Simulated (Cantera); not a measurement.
An adiabatic, constant-pressure homogeneous reactor starts with CH4 : H2 : O2 : N2 = 1 : 0.54 : 3.29 : 12.4 (molar parts), equivalence ratio 0.69, at 1225 K and 563 Torr.

Detailed kinetics in Cantera: GRI-Mech 3.0 (53 species, 325 reactions).

### Question
Predict: time of steepest temperature rise; temperature at 7.00 s; equilibrium temperature; x(H2) at 7.00 s; x(O2) at 7.00 s; x(NO2) at 7.00 s.

### Answer
```
Property                                                             Value
---------------------------------  ---------------------------------------
time of steepest temperature rise                                  1.77 ms
temperature at 7.00 s                                               2455 K
equilibrium temperature                                             2455 K
x(H2) at 7.00 s                    0.00326 (gas-phase equilibrium 0.00326)
x(O2) at 7.00 s                      0.0554 (gas-phase equilibrium 0.0554)
x(NO2) at 7.00 s                   4.33e-6 (gas-phase equilibrium 4.33e-6)
```
